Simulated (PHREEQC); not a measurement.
# Buffer: speciation

Make-up at 25 °C: 0.066 mol/kgw KHCO3, 0.00089 mol/kgw NH3 and 0.000324 mol/kgw NaCl. Closed to the air; pH follows from the charge balance.

Model: ion-association model, phreeqc.dat, run in PHREEQC.

Precipitation was switched off in this run.

### Question
Estimate the pH, specific conductance.

### Answer
pH 8.36; specific conductance 6810 µS/cm.

### Question
In which forms is N present?

### Answer
NH4+ 91 %, NH3 9.1 % of the N.

Species that the database lacks are ignored.
